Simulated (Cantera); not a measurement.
A freely propagating, adiabatic, planar premixed flame of H2 : O2 : N2 = 1 : 0.227 : 0.855 (molar parts), equivalence ratio 2.2, unburnt at 600 K and 0.987 atm; mixture-averaged transport, grid criteria slope 0.08 and curve 0.16, no radiation.

Detailed kinetics in Cantera: the H2/O2 subset of GRI-Mech 3.0, which has no nitrogen chemistry. Burning velocities carry a grid error of a few per cent, more on coarse grids.

Problem. Predict: laminar burning velocity; thermal thickness; peak x(HO2); peak x(OH); peak x(H2O2).

Solution. 
```
Item                         Value
------------------------  --------
laminar burning velocity  884 cm/s
thermal thickness         0.460 mm
peak x(HO2)               0.000244
peak x(OH)                 0.00401
peak x(H2O2)               7.82e-6
```
